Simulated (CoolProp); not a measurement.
Saturation properties of ammonia.

Model: reference Helmholtz-energy equation of state, Gao 2020, in CoolProp.

```tsv
T (K)	p (MPa)	liquid density (kg/m³)	vapour Z
292.9	0.8502	610.8	0.8946
298.5	1.014	602.4	0.8822
304.1	1.200	593.9	0.8690
309.7	1.411	585.1	0.8549
315.3	1.649	576.1	0.8398
320.9	1.917	566.8	0.8236
326.5	2.216	557.2	0.8065
332.1	2.548	547.2	0.7883
337.7	2.917	536.9	0.7689
```

It boils at 239.8 K under 1 atm.
